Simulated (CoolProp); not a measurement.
Vapour-liquid equilibrium of CHF3 (R23) (1) + R113 (2) at 269.4 K; x and y are mole fractions of (1).

Computed with CoolProp (multi-fluid Helmholtz-energy mixture model, Penoncello 2003 and Marx 1992; pair parameters Bell 2016).

| x | bubble pressure (bar) | y at the bubble point | dew pressure at overall composition x (bar) | liquid density (mol/L) |
|---|---|---|---|---|
| 0.05 | 1.939 | 0.934 | 0.1317 | 8.944 |
| 0.125 | 4.881 | 0.973 | 0.1430 | 9.324 |
| 0.2 | 7.805 | 0.982 | 0.1565 | 9.726 |
| 0.275 | 10.43 | 0.986 | 0.1729 | 10.15 |
| 0.35 | 12.59 | 0.988 | 0.1929 | 10.60 |
| 0.425 | 14.21 | 0.989 | 0.2182 | 11.07 |
| 0.5 | 15.36 | 0.990 | 0.2511 | 11.56 |
| 0.575 | 16.16 | 0.990 | 0.2956 | 12.08 |
| 0.65 | 16.80 | 0.991 | 0.3592 | 12.62 |
| 0.725 | 17.43 | 0.991 | 0.4576 | 13.18 |
| 0.8 | 18.24 | 0.992 | 0.6304 | 13.76 |
| 0.875 | 19.37 | 0.994 | 1.013 | 14.33 |
| 0.95 | 21.01 | 0.997 | 2.584 | 14.87 |

No azeotrope shows between x = 0.05 and 0.95.

The pair parameters rest on a limited set of measurements; away from them the model extrapolates. The gap from Raoult's law changes sign with composition, which may be real or a fault of the pair parameters; it wasn't checked against measurements. With so large a gap from Raoult's law the liquid may split in two, which this calculation doesn't test in full.
